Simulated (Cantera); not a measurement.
Charge: 1 mol PbO, 0.49 mol CO, 0.41 mol N2, equilibrated at 875 K and 133 Pa.

Cantera equilibrium calculation (NASA polynomials, part measured and part estimated; ideal gas, pure solids and liquids). Candidate condensed phases: C, Pb, PbO, PbO2, Pb3O4; 27 gas species. The numbers say what is thermodynamically allowed, not how fast it happens.

Q: What is the equilibrium state?

A: 
| Item | Result |
|---|---|
| x(CO2) | 0.544 |
| x(N2) | 0.455 |
| x(Pb) | 0.000506 |
| x(CO) | 1.85e-5 |
| x(PbO) | 1.93e-6 |
| n(Pb(l)) | 0.490 mol |
| n(PbO(yellow)) | 0.510 mol |
| gas amount | 0.9005 mol |
| log10 activity of PbO2(s) (absent) | -9.59 |
| log10 activity of C(graphite) (absent) | -11.05 |
